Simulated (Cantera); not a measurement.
A Cantera script and what it prints.

```python
import numpy as np
import cantera as ct

gas_names = """
    B BN BO BO2 B2 B2O B2O2 B2O3 N NO NO2 NO3 N2 N2O O O2 O3
""".split()
cond_names = """
    B(b) B(L) BN(s) B2O3(L)
""".split()


def load(file, names, dense=False):
    # The tables refer to 1 bar. Condensed volumes are neglected.
    table = {s.name: s for s in ct.Species.list_from_file(file)}
    out = []
    for n in names:
        d = dict(table[n].input_data)
        d["thermo"] = dict(d["thermo"], **{"reference-pressure": 1e5})
        if dense:
            d["equation-of-state"] = {"model": "constant-volume", "density": "1e6 g/cm^3"}
        out.append(ct.Species.from_dict(d))
    return out


gas = ct.Solution(thermo="ideal-gas", species=load("nasa_gas.yaml", gas_names))
cond = {s.name: ct.Solution(thermo="fixed-stoichiometry", species=[s], name=s.name)
        for s in load("nasa_condensed.yaml", cond_names, dense=True)}
atoms = {
    'BN': {'B': 1, 'N': 1},
    'O2': {'O': 2},
}
top_T = {'BN(s)': 3200}  # K; cautious upper limits of use, not melting points


def equilibrate(T, P, feed):
    n = {}
    for name, mol in feed.items():
        for a, k in atoms[name].items():
            n[a] = n.get(a, 0.0) + k * mol
    gas.TPX = T, P, n
    mass = sum(n.values()) * gas.mean_molecular_weight
    gas.equilibrate("TP")
    valid = [c for c in cond.values() if c.min_temp <= T <= top_T.get(c.name, c.max_temp)]
    mix = ct.Mixture([(gas, mass / gas.mean_molecular_weight)] + [(c, 0.0) for c in valid])
    mix.T, mix.P = T, P
    mix.equilibrate("TP", solver="vcs", rtol=1e-11, max_steps=5000)
    return mix


results = []
feed = {'BN': 1, 'O2': 1.4}  # mol
P = 80000  # Pa
for T in [1248, 1298, 1348, 1398, 1448, 1498, 1548, 1598, 1648, 1698, 1748, 1798, 1848, 1898]:
    mix = equilibrate(T, P, feed)
    results.append((T, P, feed, dict(zip(mix.species_names, mix.species_moles))))
    x = sorted(zip(gas.X, gas.species_names), reverse=True)
    print(f"T = {T:g} K  P = {P:g} Pa  gas = {mix.phase_moles(0):.4g} mol")
    print("   x: " + "  ".join(f"{s} {v:.3e}" for v, s in x if v > 0.001))
    print("   condensed (mol): " + ("  ".join(f"{mix.phase(i).name} {mix.phase_moles(i):.4g}"
          for i in range(1, mix.n_phases) if mix.phase_moles(i) > 1e-12) or "none"))
```

Output:

```
T = 1248 K  P = 80000 Pa  gas = 1.15 mol
   x: O2 5.650e-01  N2 4.346e-01
   condensed (mol): B2O3(L) 0.5
T = 1298 K  P = 80000 Pa  gas = 1.15 mol
   x: O2 5.650e-01  N2 4.345e-01
   condensed (mol): B2O3(L) 0.5
T = 1348 K  P = 80000 Pa  gas = 1.15 mol
   x: O2 5.649e-01  N2 4.345e-01
   condensed (mol): B2O3(L) 0.5
T = 1398 K  P = 80000 Pa  gas = 1.15 mol
   x: O2 5.648e-01  N2 4.343e-01
   condensed (mol): B2O3(L) 0.5
T = 1448 K  P = 80000 Pa  gas = 1.15 mol
   x: O2 5.646e-01  N2 4.342e-01  NO 1.144e-03
   condensed (mol): B2O3(L) 0.5
T = 1498 K  P = 80000 Pa  gas = 1.15 mol
   x: O2 5.644e-01  N2 4.340e-01  NO 1.474e-03
   condensed (mol): B2O3(L) 0.5
T = 1548 K  P = 80000 Pa  gas = 1.15 mol
   x: O2 5.642e-01  N2 4.338e-01  NO 1.868e-03
   condensed (mol): B2O3(L) 0.4999
T = 1598 K  P = 80000 Pa  gas = 1.15 mol
   x: O2 5.639e-01  N2 4.335e-01  NO 2.332e-03
   condensed (mol): B2O3(L) 0.4998
T = 1648 K  P = 80000 Pa  gas = 1.151 mol
   x: O2 5.634e-01  N2 4.331e-01  NO 2.872e-03
   condensed (mol): B2O3(L) 0.4994
T = 1698 K  P = 80000 Pa  gas = 1.151 mol
   x: O2 5.627e-01  N2 4.325e-01  NO 3.491e-03
   condensed (mol): B2O3(L) 0.4988
T = 1748 K  P = 80000 Pa  gas = 1.153 mol
   x: O2 5.616e-01  N2 4.316e-01  NO 4.194e-03  B2O3 2.032e-03
   condensed (mol): B2O3(L) 0.4974
T = 1798 K  P = 80000 Pa  gas = 1.156 mol
   x: O2 5.597e-01  N2 4.302e-01  NO 4.979e-03  B2O3 4.167e-03
   condensed (mol): B2O3(L) 0.4947
T = 1848 K  P = 80000 Pa  gas = 1.161 mol
   x: O2 5.565e-01  N2 4.278e-01  B2O3 8.199e-03  NO 5.843e-03  BO2 1.509e-03
   condensed (mol): B2O3(L) 0.4896
T = 1898 K  P = 80000 Pa  gas = 1.171 mol
   x: O2 5.511e-01  N2 4.237e-01  B2O3 1.553e-02  NO 6.770e-03  BO2 2.616e-03
   condensed (mol): B2O3(L) 0.4803
```

Equilibrium computed with Cantera from the NASA thermochemical tables; the gas is ideal and each condensed phase is pure.
